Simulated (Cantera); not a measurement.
An adiabatic, constant-pressure homogeneous reactor starts with CH4 : O2 : N2 = 1 : 1.33 : 5.01 (molar parts), at 1475 K and 101000 Pa. Integrator tolerance rtol = 1e-08.

Cantera simulation using GRI-Mech 3.0 (53 species, 325 reactions); the numbers are that mechanism's predictions, not measurements.

Problem. What does this change do: initial temperature 1475 to 1575 K?

Solution. 
| quantity | before | after |
|---|---|---|
| time of steepest temperature rise | 1.82 ms | 0.669 ms |
| temperature at 0.200 s | 2694 K | 2743 K |
| equilibrium temperature | 2694 K | 2743 K |
| x(CH4) at 0.200 s | <1e-12 (gas-phase equilibrium <1e-12) | <1e-12 (gas-phase equilibrium <1e-12) |
| x(O2) at 0.200 s | 0.000967 (gas-phase equilibrium 0.000967) | 0.00137 (gas-phase equilibrium 0.00137) |
| x(CH2CO) at 0.200 s | <1e-12 (gas-phase equilibrium <1e-12) | <1e-12 (gas-phase equilibrium <1e-12) |
| x(H) at 0.200 s | 0.0151 (gas-phase equilibrium 0.0151) | 0.0181 (gas-phase equilibrium 0.0181) |
| x(C2H6) at 0.200 s | <1e-12 (gas-phase equilibrium <1e-12) | <1e-12 (gas-phase equilibrium <1e-12) |
